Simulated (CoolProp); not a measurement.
The fluid at 292.32 K and 0.782 MPa is throttled through a valve to 0.36 MPa with no heat exchange. The same conditions are run with several fluids, on thermodynamics alone (safety and materials aside).

Computed with CoolProp (reference Helmholtz-energy equation of state of each fluid (fluorine: de Reuck 1990; CH3F (R41): Lemmon 2006; methane: Setzmann 1991; normal hydrogen: Leachman 2009; hydrogen sulfide: Lemmon 2006)).

Rank fluorine, CH3F (R41), methane, normal hydrogen, hydrogen sulfide by temperature change (K), highest first.

normal hydrogen (+0.1), fluorine (-0.8), methane (-1.9), hydrogen sulfide (-7.9), CH3F (R41) (-8.3)

| fluid | final density (kg/m³) |
|---|---|
| fluorine | 5.65 |
| CH3F (R41) | 5.38 |
| methane | 2.41 |
| normal hydrogen | 0.298 |
| hydrogen sulfide | 5.36 |
